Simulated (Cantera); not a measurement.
A perfectly stirred reactor is fed with 6.40 % CH₄, 0.346 % H₂, 19.6 % O₂, 73.6 % N₂, equivalence ratio 0.66, at 1.00 atm; it is adiabatic with a 375 K inlet, and is followed from long to short residence time, starting on the burning branch (τ in s: 0.021, 0.0098, 0.0047, 0.0022, 0.001, 0.0005, 0.00024, 0.00011, 5.3e-05, 2.5e-05, 1.2e-05).

Detailed kinetics in Cantera: GRI-Mech 3.0 (53 species, 325 reactions).

Problem. Predict: blow-out, bracketed by the residence times tried; x(CH₄) at τ = 21.0 ms; x(H₂) at τ = 21.0 ms; x(O₂) at τ = 21.0 ms; x(CH₂CO) at τ = 21.0 ms; x(C₂H₂) at τ = 21.0 ms; x(CH₄) at τ = 0.500 ms; x(H₂) at τ = 0.500 ms; x(O₂) at τ = 0.500 ms; x(CH₂CO) at τ = 0.500 ms; x(C₂H₂) at τ = 0.500 ms.

Solution. 
```
Item                                                                             Value
------------------------------------------------  ------------------------------------
blow-out, bracketed by the residence times tried  burning at 0.240 ms, out at 0.110 ms
x(CH₄) at τ = 21.0 ms                                                          2.56e-5
x(H₂) at τ = 21.0 ms                                                          0.000399
x(O₂) at τ = 21.0 ms                                                            0.0669
x(CH₂CO) at τ = 21.0 ms                                                        3.39e-9
x(C₂H₂) at τ = 21.0 ms                                                         2.40e-9
x(CH₄) at τ = 0.500 ms                                                        0.000374
x(H₂) at τ = 0.500 ms                                                          0.00299
x(O₂) at τ = 0.500 ms                                                           0.0719
x(CH₂CO) at τ = 0.500 ms                                                       1.34e-7
x(C₂H₂) at τ = 0.500 ms                                                        2.81e-8
```
